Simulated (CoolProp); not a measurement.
Values from CoolProp's reference Helmholtz-energy equation of state, Schroeder 2014.

Q: For ethanol, give the phase and the speed of sound (m/s), Joule-Thomson coefficient (K/MPa), expansivity (1/kK) at 555.9 K and 6.89 MPa.

A: 
- 555.9 K and 6.89 MPa: supercritical; speed of sound 256, Joule-Thomson coefficient 8.11, expansivity 7.65
